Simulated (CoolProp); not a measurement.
Vapour-liquid equilibrium of toluene (1) + ethylbenzene (2) at 3.72 bar; x and y are mole fractions of (1).

Model: multi-fluid Helmholtz-energy mixture model, Lemmon 2006 and Zhou 2012; pair parameters Bell 2016, in CoolProp.

```
x      bubble temperature (°C)  y at the bubble point  dew temperature at overall composition x (°C)  liquid density (mol/L)
-----  -----------------------  ---------------------  ---------------------------------------------  ----------------------
0.05                     190.5                  0.080                                          191.2                   6.660
0.125                    187.9                  0.190                                          189.5                   6.748
0.2                      185.5                  0.290                                          187.7                   6.835
0.275                    183.2                  0.383                                          185.9                   6.924
0.35                     181.0                  0.468                                          184.0                   7.013
0.425                    178.9                  0.548                                          182.1                   7.104
0.5                      176.8                  0.623                                          180.2                   7.195
0.575                    174.8                  0.692                                          178.2                   7.288
0.65                     172.8                  0.758                                          176.0                   7.381
0.725                    170.8                  0.818                                          173.8                   7.476
0.8                      168.8                  0.874                                          171.4                   7.571
0.875                    166.9                  0.925                                          168.8                   7.667
0.95                     165.0                  0.972                                          165.9                   7.764
```

No azeotrope shows between x = 0.05 and 0.95.

The pair parameters rest on a limited set of measurements; away from them the model extrapolates.
